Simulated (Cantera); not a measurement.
A perfectly stirred reactor is fed with NH₃ : N₂ = 0.52 : 2.4 (molar parts), at 0.0280 bar; it is held at 2325 K, and followed from long to short residence time.

Detailed kinetics in Cantera: the gas-phase N/H chemistry of the illustrative SiF4/NH3 mechanism in the Surface Chemkin manual (1991). Walls and surfaces, which speed up NH3 decomposition in real reactors, are not modelled.

x: mole fraction; the columns are a selection and need not sum to one.

```json
[
 {"τ (s)": "7.1", "x NH₃": "0.000308", "x N₂H₄": "<1e-12", "x H": "0.00619", "x N₂H₂": "9.35e-9", "x NH": "1.57e-5", "x NH₂": "2.70e-5", "x N": "[?]"},
 {"τ (s)": "2.4", "x NH₃": "0.00299", "x N₂H₄": "1.40e-11", "x H": "0.00237", "x N₂H₂": "5.65e-8", "x NH": "2.25e-5", "x NH₂": "0.000102", "x N": "1.03e-5"},
 {"τ (s)": "0.83", "x NH₃": "0.0101", "x N₂H₄": "7.04e-11", "x H": "0.00152", "x N₂H₂": "1.93e-7", "x NH": "3.26e-5", "x NH₂": "0.000227", "x N": "9.80e-6"},
 {"τ (s)": "0.29", "x NH₃": "0.0262", "x N₂H₄": "2.72e-10", "x H": "0.00104", "x N₂H₂": "5.63e-7", "x NH": "4.62e-5", "x NH₂": "0.000447", "x N": "1.01e-5"},
 {"τ (s)": "0.098", "x NH₃": "0.0586", "x N₂H₄": "8.95e-10", "x H": "0.000668", "x N₂H₂": "1.44e-6", "x NH": "6.16e-5", "x NH₂": "0.000811", "x N": "1.01e-5"},
 {"τ (s)": "0.034", "x NH₃": "0.103", "x N₂H₄": "2.23e-9", "x H": "0.000381", "x N₂H₂": "2.82e-6", "x NH": "7.09e-5", "x NH₂": "0.00128", "x N": "[?]"},
 {"τ (s)": "0.012", "x NH₃": "0.142", "x N₂H₄": "4.23e-9", "x H": "0.000189", "x N₂H₂": "4.04e-6", "x NH": "6.71e-5", "x NH₂": "0.00176", "x N": "[?]"},
 {"τ (s)": "0.0040", "x NH₃": "0.165", "x N₂H₄": "6.13e-9", "x H": "7.51e-5", "x N₂H₂": "4.12e-6", "x NH": "4.92e-5", "x NH₂": "0.00212", "x N": "[?]"},
 {"τ (s)": "0.0014", "x NH₃": "0.174", "x N₂H₄": "4.79e-9", "x H": "2.37e-5", "x N₂H₂": "2.43e-6", "x NH": "2.76e-5", "x NH₂": "0.00188", "x N": "[?]"},
 {"τ (s)": "0.00047", "x NH₃": "0.177", "x N₂H₄": "1.23e-9", "x H": "7.74e-6", "x N₂H₂": "5.07e-7", "x NH": "9.44e-6", "x NH₂": "0.000950", "x N": "[?]"},
 {"τ (s)": "0.00016", "x NH₃": "0.178", "x N₂H₄": "1.58e-10", "x H": "5.48e-6", "x N₂H₂": "4.89e-8", "x NH": "1.67e-6", "x NH₂": "0.000342", "x N": "[?]"}
]
```

Problem. Complete the blanks.

Solution. 
- 7.1, x N: 1.90e-5
- 0.034, x N: 8.71e-6
- 0.012, x N: 5.47e-6
- 0.0040, x N: 1.94e-6
- 0.0014, x N: 4.39e-7
- 0.00047, x N: 8.60e-8
- 0.00016, x N: 1.34e-8
